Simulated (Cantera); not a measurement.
Input (Python, Cantera):

```python
import numpy as np
import cantera as ct

gas = ct.Solution("gri30.yaml")
gas.TPX = 1175, 180, {'C2H6': 1, 'N2': 6.9}
reactor = ct.IdealGasConstPressureReactor(gas, energy="off", clone=False)
net = ct.ReactorNet([reactor])
net.rtol, net.atol = 1e-08, 1e-18
show = ['C2H6', 'H2', 'CH3', 'CH2', 'CH4']
times = np.geomspace(1e-05, 5, 12)

steps = ct.SolutionArray(gas, extra=["t"])
rows = []
print(f"{'t/s':>10s}{'T/K':>9s}{'P/Pa':>11s}" + "".join(f"{s:>11s}" for s in show))
for t in times:
    while net.time < t:
        t_next = net.step()
        steps.append(gas.state, t=t_next)
    rows.append([np.interp(t, steps.t, y) for y in (steps.T, steps.P, *steps(*show).X.T)])
    print(f"{t:10.3e}{rows[-1][0]:9.1f}{rows[-1][1]:11.4g}" + "".join(f"{x:11.3e}" for x in rows[-1][2:]))
rate = np.gradient(steps.T, steps.t)
print("integrator steps:", len(steps.t))
if steps.T.max() > steps.T[0] + 200:
    print(f"time of steepest temperature rise: {steps.t[rate.argmax()]:.4e} s")
gas.TPX = 1175, 180, {'C2H6': 1, 'N2': 6.9}
gas.equilibrate("TP")
print(f"equilibrium (TP): T = {gas.T:.1f} K  " + "  ".join(f"{s} {gas[s].X[0]:.3e}" for s in show))
```

Output:

```
       t/s      T/K       P/Pa       C2H6         H2        CH3        CH2        CH4
 1.000e-05   1175.0        180  1.266e-01  1.029e-13  4.862e-08  6.263e-19  8.923e-12
 3.297e-05   1175.0        180  1.266e-01  1.062e-12  1.602e-07  2.594e-17  9.525e-11
 1.087e-04   1175.0        180  1.266e-01  1.170e-11  5.275e-07  9.944e-16  1.029e-09
 3.583e-04   1175.0        180  1.266e-01  2.487e-10  1.731e-06  3.496e-14  1.114e-08
 1.181e-03   1175.0        180  1.266e-01  1.124e-08  5.625e-06  1.093e-12  1.199e-07
 3.894e-03   1175.0        180  1.266e-01  4.725e-07  1.767e-05  2.627e-11  1.262e-06
 1.284e-02   1175.0        180  1.265e-01  1.658e-05  5.002e-05  3.971e-10  1.238e-05
 4.233e-02   1175.0        180  1.259e-01  4.158e-04  1.224e-04  3.740e-09  1.049e-04
 1.395e-01   1175.0        180  1.202e-01  4.442e-03  3.590e-04  2.477e-08  9.781e-04
 4.600e-01   1175.0        180  9.354e-02  2.284e-02  4.968e-04  4.314e-08  6.862e-03
 1.517e+00   1175.0        180  3.512e-02  6.301e-02  3.113e-04  2.692e-08  2.398e-02
 5.000e+00   1175.0        180  2.476e-03  9.508e-02  6.048e-05  2.414e-09  3.479e-02
integrator steps: 844
equilibrium (TP): T = 1175.0 K  C2H6 2.999e-08  H2 1.978e-01  CH3 3.709e-07  CH2 1.153e-12  CH4 3.002e-03
```

Detailed kinetics in Cantera: GRI-Mech 3.0 (53 species, 325 reactions). GRI-Mech 3.0 stops at C3 and has no aromatics, soot or wall deposition, so with more carbon than oxygen in the feed, carbon stays in small species such as C2H2 where larger ones or solid carbon would form. Radical loss at walls, strong at low pressure, is not modelled.
